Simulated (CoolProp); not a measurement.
C3F8 (R218) at 293.15 K and 0.488 MPa flows at 0.24 m/s in a round tube of 100 mm bore and 0.25 µm roughness, fully developed (64/Re and Nu = 3.66 if laminar; Colebrook and Gnielinski if turbulent). Each further row changes one setting.

Computed with CoolProp (reference Helmholtz-energy equation of state, Lemmon 2006). It is a short technical equation, of lower accuracy than the large ones.

```json
[
 {"case": "as stated", "Reynolds number": "(withheld)", "Darcy friction factor": "(withheld)", "pressure drop (Pa/m)": "(withheld)", "heat-transfer coefficient (W/(m² K))": "21.6", "mass flow (kg/h)": "291"},
 {"case": "velocity 0.48 m/s", "Reynolds number": "173000", "Darcy friction factor": "0.0161", "pressure drop (Pa/m)": "0.796", "heat-transfer coefficient (W/(m² K))": "(withheld)", "mass flow (kg/h)": "582"},
 {"case": "diameter 200 mm", "Reynolds number": "173000", "Darcy friction factor": "0.0161", "pressure drop (Pa/m)": "(withheld)", "heat-transfer coefficient (W/(m² K))": "(withheld)", "mass flow (kg/h)": "1160"}
]
```

### Question
Fill in the missing entries.

### Answer

- as stated, Reynolds number: 86300
- as stated, Darcy friction factor: 0.0186
- as stated, pressure drop (Pa/m): 0.229
- velocity 0.48 m/s, heat-transfer coefficient (W/(m² K)): 37.6
- diameter 200 mm, pressure drop (Pa/m): 0.0995
- diameter 200 mm, heat-transfer coefficient (W/(m² K)): 18.8

Viscosity comes from a separate model (Huber 2003), an estimate that may be off by 10 % or more. Thermal conductivity comes from a separate model (Huber 2003), an estimate that may be off by 10 % or more.
